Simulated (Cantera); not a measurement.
Feed: 1 mol Ta2O5, 2.2 mol C, 0.15 mol CO, at 0.0510 bar.

Method: chemical equilibrium by Gibbs-energy minimisation in Cantera with the NASA 1993 tables (ideal gas, pure condensed phases). Candidate condensed phases: C, Ta, TaC, Ta2O5; 15 gas species. Mutual solubility and eutectic melting of coexisting phases are not modelled. TaC: taken at fixed stoichiometry. Condensed phases not in the tables: Ta2C. Equilibrium is a limit: real reactors are often held back by kinetics, nucleation or transport.

**Question.** At 2048 K, list the 3 most abundant gas species with their mole fractions, and the condensed phases.

**Answer.** CO 0.999, CO2 0.000864, TaO2 3.44e-5. Condensed: TaC(s) + Ta2O5(s).
